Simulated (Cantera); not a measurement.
A closed system holds: 1 mol Al(CH₃)₃, 0.7 mol NH₃, 980 mol N₂, equilibrated at 0.100 bar.

Method: chemical equilibrium by Gibbs-energy minimisation in Cantera with the NASA 1993 tables (ideal gas, pure condensed phases). Candidate condensed phases: Al, AlN, C, C₆H₆, C₇H₈, C₈H₁₈; 97 gas species. The feed counts by its element totals alone. Rates play no part. All values below are at 377 °C.

Base state: N₂ 0.994, H₂ 0.00548, CH₄ 7.80e-5 (mole fractions); condensed: AlN(s) + C(graphite).

Problem. What changes in the equilibrium state with this change: Al(CH₃)₃ replaced by Al?

Solution. 
```json
[
 {"species": "N₂", "before": "0.994", "after": "0.999"},
 {"species": "H₂", "before": "0.00548", "after": "0.00107"},
 {"species": "CH₄", "before": "7.80e-5", "after": "0"},
 {"species": "AlN(s), mol", "before": "1.00", "after": "1.00"},
 {"species": "C(graphite), mol", "before": "2.92", "after": "0"}
]
```
